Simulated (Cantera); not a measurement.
Input: 1 mol HMDSO, 5.1 mol NO, 3.5 mol N2O, held at 97.5 Torr.

Method: chemical equilibrium by Gibbs-energy minimisation in Cantera with the NASA 1993 tables (ideal gas, pure condensed phases). Candidate condensed phases: C, C6H6, C7H8, C8H18, H2O, Si, SiC, SiO2, Si2N2O, Si3N4; 151 gas species. The feed counts by its element totals alone. The tables hold silica as quartz up to 1696 K and as liquid above; real silica turns to tridymite and cristobalite and melts near 1996 K. Rates play no part.

x: gas mole fraction; n: condensed amount in mol.

| T (K) | x H2 | x N2 | x CO | x H2O | x CO2 | x CH4 | n C(graphite) | n SiO2(α-quartz) | n SiO2(β-quartz) |
|---|---|---|---|---|---|---|---|---|---|
| 748 | 0.325 | 0.372 | 0.0335 | 0.136 | 0.0872 | 0.0456 | … | 2.00 | 0 |
| 798 | 0.378 | 0.350 | 0.0757 | 0.0916 | 0.0785 | 0.0258 | … | 2.00 | 0 |
| 848 | 0.408 | 0.329 | 0.138 | 0.0540 | 0.0565 | 0.0139 | … | 0 | 2.00 |
| 898 | 0.422 | 0.312 | 0.200 | 0.0277 | 0.0306 | 0.00741 | … | 0 | 2.00 |
| 948 | 0.428 | 0.302 | 0.240 | 0.0129 | 0.0131 | 0.00408 | … | 0 | 2.00 |
| 998 | 0.431 | 0.297 | 0.259 | 0.00592 | 0.00514 | 0.00236 | … | 0 | 2.00 |
| 1048 | 0.433 | 0.295 | 0.266 | 0.00280 | 0.00204 | 0.00142 | … | 0 | 2.00 |
| 1098 | 0.434 | 0.294 | 0.269 | 0.00139 | 0.000858 | 0.000895 | 0.428 | 0 | 2.00 |
| 1148 | 0.435 | 0.293 | 0.270 | 0.000734 | 0.000386 | 0.000584 | 0.411 | 0 | 2.00 |
| 1198 | 0.435 | 0.293 | 0.271 | 0.000406 | 0.000185 | 0.000395 | 0.404 | 0 | 2.00 |

Question: What belongs in the gaps?

Answer: 
- 748, n C(graphite): 3.30
- 798, n C(graphite): 2.89
- 848, n C(graphite): 2.17
- 898, n C(graphite): 1.39
- 948, n C(graphite): 0.841
- 998, n C(graphite): 0.577
- 1048, n C(graphite): 0.470
